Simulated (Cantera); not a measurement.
## Nitride etching: Si3N4 + F2 + H2 + Cl2

Feed: 1 mol Si3N4, 3.3 mol F2, 83 mol H2, 0.68 mol Cl2, held at 1000 Pa.

Method: chemical equilibrium by Gibbs-energy minimisation in Cantera with the NASA 1993 tables (ideal gas, pure condensed phases). Candidate condensed phases: NH4Cl, Si, Si3N4; 49 gas species. The tables' values for SiF3, SiF2 are old estimates; treat these amounts as uncertain. The numbers say what is thermodynamically allowed, not how fast it happens.

| T (°C) | x H2 | x SiF4 | x HCl | x N2 | x HF | n Si3N4(s) |
|---|---|---|---|---|---|---|
| 550 | 0.952 | 0.0191 | 0.0157 | 0.0127 | 6.01e-5 | 0.450 |
| 600 | 0.952 | 0.0190 | 0.0157 | 0.0127 | 0.000106 | 0.451 |
| 650 | 0.952 | 0.0190 | 0.0157 | 0.0127 | 0.000175 | 0.451 |
| 700 | 0.952 | 0.0190 | 0.0157 | 0.0127 | 0.000275 | 0.451 |
| 750 | 0.952 | 0.0189 | 0.0157 | 0.0127 | 0.000412 | 0.452 |
| 800 | 0.952 | 0.0188 | 0.0157 | 0.0127 | 0.000594 | 0.453 |
| 850 | 0.952 | 0.0186 | 0.0157 | 0.0126 | 0.000828 | 0.453 |
| 900 | 0.952 | 0.0184 | 0.0157 | 0.0126 | 0.00112 | 0.454 |
| 950 | 0.951 | 0.0180 | 0.0157 | 0.0126 | 0.00147 | 0.454 |
| 1000 | 0.951 | 0.0175 | 0.0157 | 0.0127 | 0.00189 | 0.452 |
| 1050 | 0.950 | 0.0167 | 0.0157 | 0.0128 | 0.00237 | 0.448 |
| 1100 | 0.949 | 0.0155 | 0.0156 | 0.0130 | 0.00291 | 0.439 |
x: gas mole fraction; n: condensed amount in mol.

From 550 °C to 1100 °C the condensed part is Si3N4(s). The main Si-bearing gas is SiF4 throughout.
